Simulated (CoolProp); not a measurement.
Vapour-liquid equilibrium of R125 (1) + fluoroethane (R161) (2) at -43.35 °C; x and y are mole fractions of (1).

Values from CoolProp's multi-fluid Helmholtz-energy mixture model, Lemmon 2005 and Wu 2012; pair parameters Bell 2016.

```json
[
 {"x": "0.05", "bubble pressure, mixture model (MPa)": "0.07882", "bubble pressure, Raoult's law (MPa)": "0.07954", "y, mixture model": "0.072", "y, Raoult's law": "0.080"},
 {"x": "0.125", "bubble pressure, mixture model (MPa)": "0.08218", "bubble pressure, Raoult's law (MPa)": "0.08330", "y, mixture model": "0.184", "y, Raoult's law": "0.191"},
 {"x": "0.2", "bubble pressure, mixture model (MPa)": "0.08621", "bubble pressure, Raoult's law (MPa)": "0.08706", "y, mixture model": "0.293", "y, Raoult's law": "0.292"},
 {"x": "0.275", "bubble pressure, mixture model (MPa)": "0.09072", "bubble pressure, Raoult's law (MPa)": "0.09082", "y, mixture model": "0.396", "y, Raoult's law": "0.385"},
 {"x": "0.35", "bubble pressure, mixture model (MPa)": "0.09547", "bubble pressure, Raoult's law (MPa)": "0.09457", "y, mixture model": "0.488", "y, Raoult's law": "0.471"},
 {"x": "0.425", "bubble pressure, mixture model (MPa)": "0.1003", "bubble pressure, Raoult's law (MPa)": "0.09833", "y, mixture model": "0.570", "y, Raoult's law": "0.550"},
 {"x": "0.5", "bubble pressure, mixture model (MPa)": "0.1049", "bubble pressure, Raoult's law (MPa)": "0.1021", "y, mixture model": "0.642", "y, Raoult's law": "0.623"},
 {"x": "0.575", "bubble pressure, mixture model (MPa)": "0.1093", "bubble pressure, Raoult's law (MPa)": "0.1058", "y, mixture model": "0.705", "y, Raoult's law": "0.691"},
 {"x": "0.65", "bubble pressure, mixture model (MPa)": "0.1133", "bubble pressure, Raoult's law (MPa)": "0.1096", "y, mixture model": "0.761", "y, Raoult's law": "0.754"},
 {"x": "0.725", "bubble pressure, mixture model (MPa)": "0.1170", "bubble pressure, Raoult's law (MPa)": "0.1134", "y, mixture model": "0.812", "y, Raoult's law": "0.813"},
 {"x": "0.8", "bubble pressure, mixture model (MPa)": "0.1203", "bubble pressure, Raoult's law (MPa)": "0.1171", "y, mixture model": "0.861", "y, Raoult's law": "0.868"},
 {"x": "0.875", "bubble pressure, mixture model (MPa)": "0.1232", "bubble pressure, Raoult's law (MPa)": "0.1209", "y, mixture model": "0.910", "y, Raoult's law": "0.920"},
 {"x": "0.95", "bubble pressure, mixture model (MPa)": "0.1257", "bubble pressure, Raoult's law (MPa)": "0.1246", "y, mixture model": "0.962", "y, Raoult's law": "0.969"}
]
```

The largest gap from Raoult's law is +3.4 % in bubble pressure, at x = 0.65. No azeotrope shows between x = 0.05 and 0.95.

Pair parameters are fitted to limited data, so mixtures are less certain than the pure fluids. The gap from Raoult's law changes sign with composition, which may be real or a fault of the pair parameters; it wasn't checked against measurements.
